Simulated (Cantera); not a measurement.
A closed system holds: 1 mol CaF₂, 0.15 mol O₂, 97 mol N₂, held at 750 Torr.

These are equilibrium values from Cantera (NASA tables, ideal gas, pure condensed phases), not measurements of a reactor. Candidate condensed phases: Ca, CaF₂, CaO; 22 gas species. Equilibrium is a limit: real reactors are often held back by kinetics, nucleation or transport.

Q: At 1423 K, list the 3 most abundant gas species with their mole fractions, and the condensed phases.

A: N₂ 0.998, O₂ 0.00150, NO 7.84e-5. Condensed: CaF₂(s).
